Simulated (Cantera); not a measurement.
A closed system holds: 1 mol C₂H₅OH, 3.4 mol H₂O, at 13.0 bar.

Equilibrium computed with Cantera from the NASA thermochemical tables; the gas is ideal and each condensed phase is pure. Candidate condensed phases: C, C₆H₆, C₇H₈, C₈H₁₈, H₂O; 110 gas species. The numbers say what is thermodynamically allowed, not how fast it happens. All values below are at 2775 K.

Base state: H₂ 0.483, H₂O 0.264, CO 0.219, CO₂ 0.0173, H 0.0144, OH 0.00217, O 4.08e-5 (mole fractions); condensed: gas only.

What changes in the equilibrium state with this change: H₂O from 3.4 to 0.45 mol?


```
species            before     after
-----------------  ------  --------
H₂                  0.483     0.668
CO                  0.219     0.294
C₂H₂ (acetylene)    <1e-9    0.0205
H₂O                 0.264   3.37e-5
CO₂                0.0173   2.14e-6
H                  0.0144    0.0170
C₄H₂                <1e-9  0.000261
C₂H                 <1e-9   6.30e-5
C₂H₄                <1e-9   5.38e-5
C₂H₂ (vinylidene)   <1e-9   3.67e-5
C(graphite), mol        0     0.336
```

What changes in the equilibrium state with this change: pressure from 13.0 bar to 13.3 mbar?


```
species   before    after
-------  -------  -------
H         0.0144    0.339
H₂         0.483    0.274
CO         0.219    0.172
H₂O        0.264    0.123
O        4.08e-5   0.0327
OH       0.00217   0.0418
CO₂       0.0173   0.0112
O₂       8.94e-6  0.00589
```
